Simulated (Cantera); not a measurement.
Thermodynamics of hydrogen reduction and annealing atmospheres, feed Cu2O + H2 + H2O

Input: 1 mol Cu2O, 0.48 mol H2, 3.1 mol H2O, equilibrated at 752 °C and 1.00 bar.

Method: chemical equilibrium by Gibbs-energy minimisation in Cantera with the NASA 1993 tables (ideal gas, pure condensed phases). Candidate condensed phases: Cu, CuO, Cu(OH)2, Cu2O, H2O; 12 gas species. Mutual solubility and eutectic melting of coexisting phases are not modelled. The numbers say what is thermodynamically allowed, not how fast it happens.

- x(H2O) = 1.000
- x(H2) = 1.08e-5
- n(Cu(s)) = 0.960 mol
- n(Cu2O(s)) = 0.520 mol
- gas amount = 3.580 mol
- log10 activity of Cu(OH)2(s) (absent) = -4.71
